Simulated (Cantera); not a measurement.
Charge: 1 mol Si₂H₆, 0.069 mol O₂, at 1148 K and 1.00 bar.

Method: chemical equilibrium by Gibbs-energy minimisation in Cantera with the NASA 1993 tables (ideal gas, pure condensed phases). Candidate condensed phases: H₂O, Si, SiO₂; 18 gas species. The feed counts by its element totals alone. Mutual solubility and eutectic melting of coexisting phases are not modelled. The tables hold silica as quartz up to 1696 K and as liquid above; real silica turns to tridymite and cristobalite and melts near 1996 K. The numbers say what is thermodynamically allowed, not how fast it happens.

Base state: H₂ 1.000 (mole fractions); condensed: Si(s) + SiO₂(β-quartz).

What changes in the equilibrium state with this change: Si₂H₆ replaced by HMDSO?


```json
[
 {"species": "H₂", "before": "1.000", "after": "0.977"},
 {"species": "CH₄", "before": "0", "after": "0.0227"},
 {"species": "CO", "before": "0", "after": "1.38e-5"},
 {"species": "Si(s), mol", "before": "1.93", "after": "0"},
 {"species": "SiO₂(β-quartz), mol", "before": "0.0690", "after": "0.569"},
 {"species": "C(graphite), mol", "before": "0", "after": "4.37"},
 {"species": "SiC(s), mol", "before": "0", "after": "1.43"}
]
```
Further candidate phases: C, C₆H₆, C₇H₈, C₈H₁₈, SiC.
